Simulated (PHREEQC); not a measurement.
Dissolve 0.0021 mol/kgw HNO3, 0.053 mol/kgw NaCl and 0.041 mol/kgw KCl at 25 °C. Closed to the air; pH follows from the charge balance.

The numbers come from PHREEQC with the ion-association model, phreeqc.dat.

This is a speciation only: nothing precipitates in the calculation.

What pH, specific conductance does the model give?

pH 2.76; specific conductance 11500 µS/cm.
